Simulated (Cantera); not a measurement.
Charge: 1 mol SiH4, 0.035 mol C2H4, 31 mol H2, at 3.60 mbar.

Method: chemical equilibrium by Gibbs-energy minimisation in Cantera with the NASA 1993 tables (ideal gas, pure condensed phases). Candidate condensed phases: C, C6H6, C7H8, C8H18, Si, SiC; 87 gas species. Gases not in the tables: Si2H6 and higher silanes. Rates play no part. All values below are at 2300 K.

Base state: H2 0.826, H 0.147, Si 0.0253, SiH 0.000507, Si2C 0.000449, C2H2 (acetylene) 0.000366, SiC2 0.000358, Si2 4.78e-5 (mole fractions); condensed: gas only.

What changes in the equilibrium state with this change: pressure from 3.60 mbar to 14.0 mbar?


```tsv
species	before	after
H2	0.826	0.895
H	0.147	0.0774
Si	0.0253	0.0242
Si3	8.75e-7	1.16e-5
SiH2	3.77e-5	0.000152
Si2	4.78e-5	0.000170
Si2C	0.000449	0.00117
SiH	0.000507	0.000996
```

What changes in the equilibrium state with this change: H2 from 31 to 3.5 mol?


| species | before | after |
|---|---|---|
| H2 | 0.826 | 0.728 |
| H | 0.147 | 0.138 |
| Si | 0.0253 | 0.122 |
| Si3 | 8.75e-7 | 9.76e-5 |
| Si2 | 4.78e-5 | 0.00111 |

What changes in the equilibrium state with this change: SiH4 replaced by SiHCl3?


```csv
species,before,after
H2,0.826,0.754
H,0.147,0.140
HCl,0,0.0694
Cl,0,0.00928
Si,0.0253,0.0235
SiCl2,0,0.00102
SiCl,0,0.000951
SiH2,3.77e-5,3.19e-5
Si2,4.78e-5,4.12e-5
```
The tables' values for SiCl are old estimates; treat these amounts as uncertain.
